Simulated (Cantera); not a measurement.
# Equilibrium for nitride etching: BN + Cl2

A closed system holds: 1 mol BN, 8.4 mol Cl2, equilibrated at 1330 Pa.

These are equilibrium values from Cantera (NASA tables, ideal gas, pure condensed phases), not measurements of a reactor. Candidate condensed phases: B, BN; 10 gas species. The tables' values for BCl2, BCl are old estimates; treat these amounts as uncertain. The numbers say what is thermodynamically allowed, not how fast it happens.

From 1150 K to 2050 K nothing is condensed. The main B-bearing gas is BCl3 throughout.

```tsv
T (K)	x Cl	x Cl2	x BCl3	x N2	x BCl2
1150	0.0213	0.802	0.118	0.0589	1.76e-10
1300	0.0923	0.737	0.114	0.0568	8.52e-9
1450	0.271	0.575	0.103	0.0515	1.87e-7
1600	0.544	0.326	0.0867	0.0433	2.51e-6
1750	0.763	0.126	0.0736	0.0368	2.66e-5
1900	0.858	0.0403	0.0677	0.0340	0.000243
2050	0.888	0.0133	0.0642	0.0330	0.00174
```
x: gas mole fraction; nothing condenses.
